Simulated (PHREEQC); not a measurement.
Solution (25 °C): 2.2 mol Na2CO3, 0.24 mol K2SO4 and 0.25 mol KBr per kg of water. Closed to the air; pH follows from the charge balance.

Equilibrium calculation in PHREEQC: Pitzer model, pitzer.dat.

No solid was allowed to form.

### Question
What pH, activity of water, ionic strength does the model give?

### Answer
pH 11.96; activity of water 0.898; ionic strength 7.56 mol/kgw.

Complexes and solids missing from the database can't appear. In brines, pH and single-ion activities rest on the MacInnes convention.
